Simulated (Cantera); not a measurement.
**Equilibrium for abatement and gas-phase synthesis: CS2 + SO2 + O2**

Input: 1 mol CS2, 0.0042 mol SO2, a varied amount of O2, held at 1300 K and 12000 Torr.

Method: chemical equilibrium by Gibbs-energy minimisation in Cantera with the NASA 1993 tables (ideal gas, pure condensed phases). Candidate condensed phases: C, S; 22 gas species. Kinetics and transport are ignored.

From 1.2 mol O2 to 6.1 mol O2 nothing is condensed. The main C-bearing gas is CO2 throughout.

```
n(O2) (mol)  x SO2      x O2  x CO2    x S2    x SO3    x S2O     x CO     x COS
-----------  -----  --------  -----  ------  -------  -------  -------  --------
1.2          0.107    <1e-12  0.441   0.399  4.71e-8   0.0172   0.0187    0.0169
1.6          0.262  2.39e-12  0.418   0.281  1.98e-7   0.0207   0.0103   0.00784
2            0.399  4.53e-12  0.390   0.182  4.14e-7   0.0184  0.00700   0.00427
2.4          0.517  7.98e-12  0.364  0.0983  7.14e-7   0.0132  0.00492   0.00221
2.8          0.621  1.77e-11  0.341  0.0287  1.28e-6  0.00576  0.00310  0.000751
3.2          0.588    0.0367  0.321  <1e-12   0.0550   <1e-12  6.41e-8    <1e-12
3.6          0.493     0.130  0.290  <1e-12   0.0869   <1e-12  3.07e-8    <1e-12
4.1          0.415     0.232  0.256  <1e-12   0.0976   <1e-12  2.03e-8    <1e-12
4.5          0.368     0.300  0.233  <1e-12   0.0985   <1e-12  1.63e-8    <1e-12
4.9          0.332     0.358  0.214  <1e-12   0.0969   <1e-12  1.37e-8    <1e-12
5.3          0.302     0.407  0.197  <1e-12   0.0940   <1e-12  1.18e-8    <1e-12
5.7          0.277     0.449  0.183  <1e-12   0.0906   <1e-12  1.05e-8    <1e-12
6.1          0.256     0.486  0.171  <1e-12   0.0870   <1e-12  9.37e-9    <1e-12
```
x: gas mole fraction; nothing condenses.
